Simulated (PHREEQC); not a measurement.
Consider water at 20 °C with 0.0015 mol/kgw HF, 0.004 mol/kgw HBF4 and 0.071 mol/kgw HCl. Closed to the air; pH follows from the charge balance.

Computed with PHREEQC (ion-association model, phreeqc.dat).

Precipitation was switched off in this run.

### Question
Predict the pH, specific conductance.

### Answer
pH 1.21; specific conductance 23600 µS/cm.

### Question
In which forms is F present?

### Answer
BF4- 60 %, HF 37 %, BF3OH- 2.3 %, F- 0.6 % of the F.

Real BF4- forms and hydrolyses slowly; the run takes it at equilibrium.
